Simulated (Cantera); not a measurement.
## N2O furnace oxynitridation

An isothermal, constant-pressure homogeneous reactor starts with 97.3 % N₂O, 2.72 % H₂O, at 1400 K and 0.0770 atm.

Cantera simulation using GRI-Mech 3.0 (53 species, 325 reactions); the numbers are that mechanism's predictions, not measurements. GRI-Mech 3.0 was tuned for natural gas; its chemistry of N2O as a main component is partial and can be far from experiment. The temperature is held fixed by assumption; the heat of reaction is taken as removed at once.

```csv
t (s),x N₂O,x H₂O,x O,x N₂,x H₂O₂,x OH,x H₂
1.00e-5,0.973,0.0272,5.99e-6,7.35e-6,<1e-12,6.74e-8,<1e-12
3.46e-5,0.973,0.0272,1.58e-5,2.92e-5,<1e-12,6.65e-7,2.81e-12
0.000119,0.973,0.0272,2.62e-5,0.000123,6.46e-11,4.66e-6,2.68e-10
0.000412,0.972,0.0272,2.75e-5,0.000474,3.83e-9,1.95e-5,1.15e-8
0.00143,0.970,0.0272,2.72e-5,0.00171,1.01e-7,5.04e-5,1.75e-7
0.00492,0.963,0.0271,2.71e-5,0.00602,1.14e-7,7.38e-5,6.40e-7
0.0170,0.939,0.0269,2.65e-5,0.0207,4.99e-8,8.81e-5,6.24e-7
0.0588,0.863,0.0262,2.54e-5,0.0675,1.75e-8,0.000100,3.82e-7
0.203,0.656,0.0243,2.45e-5,0.195,6.04e-9,0.000107,3.41e-7
0.702,0.289,0.0209,2.31e-5,0.421,3.22e-9,0.000101,4.23e-7
2.42,0.0299,0.0186,1.59e-5,0.582,1.93e-9,8.00e-5,4.44e-7
8.38,0.000202,0.0183,2.00e-6,0.601,3.28e-10,2.83e-5,6.32e-8
28.9,2.76e-6,0.0183,1.79e-6,0.602,3.00e-10,2.68e-5,5.71e-8
100,2.74e-6,0.0183,1.79e-6,0.602,3.00e-10,2.68e-5,5.71e-8
```
x: mole fraction; the columns are a selection and need not sum to one.

Equilibrium at this temperature and pressure: N₂O 1.34e-8, H₂O 0.0183, O 1.95e-6, N₂ 0.654, H₂O₂ 3.27e-10, OH 2.79e-5, H₂ 5.22e-8 (gas phase only).
